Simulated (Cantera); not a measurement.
An adiabatic, constant-volume homogeneous reactor starts with C₃H₈ : O₂ : N₂ = 1 : 10.4 : 39.2 (molar parts), equivalence ratio 0.48, at 1498 K and 1.48 atm. Integrator tolerance rtol = 1e-08.

Model: GRI-Mech 3.0 (53 species, 325 reactions), integrated in Cantera. GRI-Mech 3.0 was tuned for natural gas; its chemistry of propane as a main component is partial and can be far from experiment.

### Question
What does this change do: pressure from 1.48 atm to 0.720 atm?

### Answer
```csv
quantity,before,after
time of steepest temperature rise,54.2 µs,85.0 µs
temperature at 9.00 s,2596 K,2567 K
equilibrium temperature,2596 K,2567 K
x(C₃H₈) at 9.00 s,<1e-12 (gas-phase equilibrium <1e-12),<1e-12 (gas-phase equilibrium <1e-12)
x(O₂) at 9.00 s,0.0941 (gas-phase equilibrium 0.0941),0.0944 (gas-phase equilibrium 0.0944)
x(NO) at 9.00 s,0.0177 (gas-phase equilibrium 0.0177),0.0169 (gas-phase equilibrium 0.0169)
x(C₂H₂) at 9.00 s,<1e-12 (gas-phase equilibrium <1e-12),<1e-12 (gas-phase equilibrium <1e-12)
x(CH₂) at 9.00 s,<1e-12 (gas-phase equilibrium <1e-12),<1e-12 (gas-phase equilibrium <1e-12)
```

### Question
What does this change do: pressure from 1.48 atm to 0.987 atm?

### Answer
```tsv
quantity	before	after
time of steepest temperature rise	54.2 µs	69.5 µs
temperature at 9.00 s	2596 K	2580 K
equilibrium temperature	2596 K	2580 K
x(C₃H₈) at 9.00 s	<1e-12 (gas-phase equilibrium <1e-12)	<1e-12 (gas-phase equilibrium <1e-12)
x(O₂) at 9.00 s	0.0941 (gas-phase equilibrium 0.0941)	0.0942 (gas-phase equilibrium 0.0942)
x(NO) at 9.00 s	0.0177 (gas-phase equilibrium 0.0177)	0.0172 (gas-phase equilibrium 0.0172)
x(C₂H₂) at 9.00 s	<1e-12 (gas-phase equilibrium <1e-12)	<1e-12 (gas-phase equilibrium <1e-12)
x(CH₂) at 9.00 s	<1e-12 (gas-phase equilibrium <1e-12)	<1e-12 (gas-phase equilibrium <1e-12)
```
